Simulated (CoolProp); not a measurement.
A simple Rankine cycle with R123: condensing at 288.15 K, boiler at 2.24 MPa, turbine inlet 441.9 K, turbine efficiency 0.75, pump efficiency 0.6, no recuperator. Each further row changes one setting.

Model: reference Helmholtz-energy equation of state, Younglove 1994, in CoolProp. It is a modified Benedict-Webb-Rubin equation, recast in Helmholtz form.

```json
[
 {"case": "as stated", "thermal efficiency (%)": "17.7", "net work (kJ/kg)": "46.5", "heat in (kJ/kg)": "262", "turbine exit temperature (K)": "…", "volume ratio over the turbine": "39.9"},
 {"case": "turbine inlet 461.9 K", "thermal efficiency (%)": "…", "net work (kJ/kg)": "50.6", "heat in (kJ/kg)": "283", "turbine exit temperature (K)": "368.1", "volume ratio over the turbine": "37.5"},
 {"case": "condensing temperature 280.15 K", "thermal efficiency (%)": "18.8", "net work (kJ/kg)": "50.7", "heat in (kJ/kg)": "270", "turbine exit temperature (K)": "339.1", "volume ratio over the turbine": "54.8"},
 {"case": "boiler pressure 1.57 MPa", "thermal efficiency (%)": "16.7", "net work (kJ/kg)": "…", "heat in (kJ/kg)": "273", "turbine exit temperature (K)": "361.5", "volume ratio over the turbine": "25.3"},
 {"case": "turbine efficiency 0.65", "thermal efficiency (%)": "…", "net work (kJ/kg)": "…", "heat in (kJ/kg)": "262", "turbine exit temperature (K)": "354.2", "volume ratio over the turbine": "41.0"}
]
```

Question: Some entries are withheld; supply them.

Answer: 
- as stated, turbine exit temperature (K): 345.3
- turbine inlet 461.9 K, thermal efficiency (%): 17.9
- boiler pressure 1.57 MPa, net work (kJ/kg): 45.5
- turbine efficiency 0.65, thermal efficiency (%): 15.2
- turbine efficiency 0.65, net work (kJ/kg): 40.0
